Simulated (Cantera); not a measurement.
An isothermal, constant-pressure homogeneous reactor starts with 61.0 % NH₃, 39.0 % N₂, at 1300 K and 100.0 Torr.

Model: the gas-phase N/H chemistry of the illustrative SiF4/NH3 mechanism in the Surface Chemkin manual (1991), integrated in Cantera. Walls and surfaces, which speed up NH3 decomposition in real reactors, are not modelled.

Task: Predict: x(NH₃) at 300 s; x(NH) at 300 s; x(N₂) at 300 s; x(N₂H₄) at 300 s; x(H₂) at 300 s.

Result: 
```
Item                                              Result
----------------  --------------------------------------
x(NH₃) at 300 s    0.576 (gas-phase equilibrium 4.57e-6)
x(NH) at 300 s    7.12e-9 (gas-phase equilibrium <1e-12)
x(N₂) at 300 s       0.393 (gas-phase equilibrium 0.432)
x(N₂H₄) at 300 s  2.02e-8 (gas-phase equilibrium <1e-12)
x(H₂) at 300 s      0.0317 (gas-phase equilibrium 0.568)
```
